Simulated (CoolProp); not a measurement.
Model: reference Helmholtz-energy equation of state, Guder 2009, in CoolProp.

Problem. For sulfur hexafluoride, give the phase and the density (kg/m³), cp (kJ/(kg K)), Joule-Thomson coefficient (K/MPa), isothermal compressibility (1/MPa) at 280.9 K and 0.703 MPa; 305.3 K and 0.703 MPa; 311.4 K and 0.703 MPa.

Solution. 
- 280.9 K and 0.703 MPa: gas; density 49.0, cp 0.687, Joule-Thomson coefficient 12.7, isothermal compressibility 1.60
- 305.3 K and 0.703 MPa: gas; density 43.8, cp 0.710, Joule-Thomson coefficient 9.53, isothermal compressibility 1.55
- 311.4 K and 0.703 MPa: gas; density 42.7, cp 0.717, Joule-Thomson coefficient 8.94, isothermal compressibility 1.54
